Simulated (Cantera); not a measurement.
Charge: 1 mol CCl₄, 0.92 mol CH₄, equilibrated at 998.15 K and 10.0 Torr.

Equilibrium computed with Cantera from the NASA thermochemical tables; the gas is ideal and each condensed phase is pure. Candidate condensed phases: C, C₆H₆, C₇H₈, C₈H₁₈; 91 gas species. Equilibrium is a limit: real reactors are often held back by kinetics, nucleation or transport.

Base state: HCl 0.958, Cl₂ 0.0413, Cl 0.000665 (mole fractions); condensed: C(graphite).

**Question.** What changes in the equilibrium state with this change: temperature from 998.15 K to 1925 K?

**Answer.** 
```
species             before     after
----------------  --------  --------
HCl                  0.958     0.907
Cl                0.000665    0.0878
H₂                   <1e-9   0.00414
Cl₂                 0.0413  0.000342
H                    <1e-9  0.000533
C(graphite), mol      1.92      1.92
```
